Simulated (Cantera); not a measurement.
A freely propagating, adiabatic, planar premixed flame of 45.7 % H2, 11.4 % O2, 42.9 % N2, equivalence ratio 2.0, unburnt at 425 K and 34000 Pa; mixture-averaged transport, grid criteria slope 0.08 and curve 0.16, no radiation.

Detailed kinetics in Cantera: the H2/O2 subset of GRI-Mech 3.0, which has no nitrogen chemistry. Burning velocities carry a grid error of a few per cent, more on coarse grids.

### Question
Predict: laminar burning velocity; thermal thickness; peak x(OH); peak x(HO2); peak x(O); peak x(H2O2).

### Answer
```json
{
  "laminar_burning_velocity": "458 cm/s",
  "thermal_thickness": "1.62 mm",
  "peak x(OH)": "0.00401",
  "peak x(HO2)": "0.000181",
  "peak x(O)": "0.00406",
  "peak x(H2O2)": "2.05e-5"
}
```
